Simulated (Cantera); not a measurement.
A closed system holds: 1 mol Cr, 16 mol N₂O, 57 mol N₂, at 2125 K and 0.100 bar.

Cantera equilibrium calculation (NASA polynomials, part measured and part estimated; ideal gas, pure solids and liquids). Candidate condensed phases: Cr, CrN, Cr₂N, Cr₂O₃; 14 gas species. Kinetics and transport are ignored.

Base state: N₂ 0.905, O₂ 0.0857, NO 0.00725, O 0.00153, CrO₂ 0.000461, CrO₃ 4.76e-5, CrO 1.01e-5 (mole fractions); condensed: Cr₂O₃(s).

What changes in the equilibrium state with this change: Cr replaced by Zr?


| species | before | after |
|---|---|---|
| N₂ | 0.905 | 0.908 |
| O₂ | 0.0857 | 0.0831 |
| NO | 0.00725 | 0.00715 |
| CrO₂ | 0.000461 | 0 |
| CrO₃ | 4.76e-5 | 0 |
| CrO | 1.01e-5 | 0 |
| O | 0.00153 | 0.00151 |
| Cr₂O₃(s), mol | 0.479 | 0 |
| ZrO₂(tetragonal), mol | 0 | 1.00 |
Further candidate phases: Zr, ZrN, ZrO₂.
